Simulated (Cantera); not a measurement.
# Thermodynamics of hydrogen reduction and annealing atmospheres, feed Cr2O3 + H2 + H2O

A closed system holds: 1 mol Cr2O3, 0.65 mol H2, 4.8 mol H2O, at 4.00 mbar.

These are equilibrium values from Cantera (NASA tables, ideal gas, pure condensed phases), not measurements of a reactor. Candidate condensed phases: Cr, Cr2O3, H2O; 13 gas species. Kinetics and transport are ignored.

```csv
T (°C),log p H2O,log p H2,log p H,log p OH,log p O2,log p CrO2,log p O,n Cr2O3(s)
1425,-2.45,-3.32,-5.50,-5.92,-7.67,-8.61,-8.20,1.000
1500,-2.45,-3.32,-5.21,-5.55,-7.02,-7.83,-7.54,1.000
1575,-2.46,-3.32,-4.94,-5.20,-6.42,-7.13,-6.93,1.000
1650,-2.46,-3.32,-4.69,-4.89,-5.87,-6.48,-6.38,1.000
1725,-2.46,-3.32,-4.46,-4.60,-5.37,-5.88,-5.87,0.999
1800,-2.47,-3.31,-4.24,-4.34,-4.94,-5.34,-5.41,0.995
1875,-2.49,-3.29,-4.02,-4.11,-4.58,-4.84,-5.00,0.984
1950,-2.52,-3.25,-3.82,-3.92,-4.29,-4.40,-4.65,0.951
```
log p: log10 of the partial pressure in bar; n: condensed amount in mol.

From 1425 °C to 1950 °C the condensed part is Cr2O3(s). The main Cr-bearing gas is CrO2 throughout.
